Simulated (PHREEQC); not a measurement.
1 kg of water holding 0.2 mol/kgw KCl and 0.024 mol/kgw K2SO4 is evaporated at 20 °C; the solids stay in contact with the brine. The system is closed to CO2. The run lets Arcanite, Misenite, Sylvite precipitate or redissolve, and no other solid.

The series has 28 steps of water left (kg), from 1 to 0.005012.

The numbers come from PHREEQC with the Pitzer model, pitzer.dat.

Q: Which solids form, in which order, and at which step of the series does each first stand?

A: Arcanite from water left = 0.09502 kg; Sylvite from water left = 0.04335 kg.
